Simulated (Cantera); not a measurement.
Input: 1 mol Si, 1.6 mol H₂O, 220 mol H₂, held at 2.80e-5 bar.

Cantera equilibrium calculation (NASA polynomials, part measured and part estimated; ideal gas, pure solids and liquids). Candidate condensed phases: H₂O, Si, SiO₂; 18 gas species. The tables hold silica as quartz up to 1696 K and as liquid above; real silica turns to tridymite and cristobalite and melts near 1996 K. Equilibrium is a limit: real reactors are often held back by kinetics, nucleation or transport.

Problem. Which condensed phases are stable at each of these points (T (K)): 1275, 1375, 1475, 1575, 1675, 1775, 1875, 1975?

Solution. 
```
T (K)  condensed phases  Si condensed (%)
-----  ----------------  ----------------
1275     SiO₂(β-quartz)              59.7
1375     SiO₂(β-quartz)              48.7
1475           gas only               0.0
1575           gas only               0.0
1675           gas only               0.0
1775           gas only               0.0
1875           gas only               0.0
1975           gas only               0.0
```

From 1275 K to 1375 K the condensed part is SiO₂(β-quartz). From 1475 K to 1975 K nothing is condensed.
